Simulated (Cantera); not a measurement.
**Diamond growth**

A diamond (100) surface in a fixed gas of H2 with x(CH4) = 0.0022, x(H) = 0.041, x(CH3) = 0.0016, 63.8 Torr; coverages are run to steady state.

Cantera simulation using the Harris–Goodwin 1993 mechanism for the reconstructed diamond (100) surface; the numbers are that mechanism's predictions, not measurements.

```csv
T (K),growth (µm/h),θ c6HH,θ c6H*,θ c6*H,θ c6**,θ c6HM
900,41.1,0.665,0.0107,0.281,0.00425,0.0317
975,62.3,0.601,0.0164,0.344,0.00794,0.0230
1050,86.9,0.539,0.0231,0.400,0.0134,0.0169
1125,111,0.482,0.0306,0.447,0.0209,0.0124
1200,125,0.432,0.0387,0.485,0.0305,0.00843
1275,113,0.387,0.0469,0.515,0.0424,0.00467
1350,83.0,0.348,0.0551,0.536,0.0562,0.00193
```
θ: site fractions in the mechanism's names (c6HH fully hydrogenated, c6H* and c6*H radical sites, c6** diradical, c6HM methylated).
